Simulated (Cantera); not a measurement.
Input: 1 mol C2F6, a varied amount of H2, held at 1350 K and 750 Torr.

Cantera equilibrium calculation (NASA polynomials, part measured and part estimated; ideal gas, pure solids and liquids). Candidate condensed phases: C, C6H6, C7H8, C8H18; 95 gas species. The feed counts by its element totals alone. Equilibrium is a limit: real reactors are often held back by kinetics, nucleation or transport.

Task: At 7.3 mol H2, list the 3 most abundant gas species with their mole fractions, and the condensed phases.

Result: HF 0.583, H2 0.416, CH4 0.000997. Condensed: C(graphite).
